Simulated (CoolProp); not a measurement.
Vapour-liquid equilibrium of ethylbenzene (1) + m-xylene (2) at 0.504 kPa; x and y are mole fractions of (1).

Model: multi-fluid Helmholtz-energy mixture model, Zhou 2012 and Zhou 2012; pair parameters Bell 2016, in CoolProp.

### Question
Give the bubble temperature and the first vapour's composition at x = 0.275, 0.725, 0.8. Is there an azeotrope?

### Answer
x = 0.275: 11.2 °C, y = 0.309; x = 0.725: 10.2 °C, y = 0.749; x = 0.8: 10.1 °C, y = 0.818. No azeotrope shows between x = 0.05 and 0.95.

The pair parameters rest on a limited set of measurements; away from them the model extrapolates.
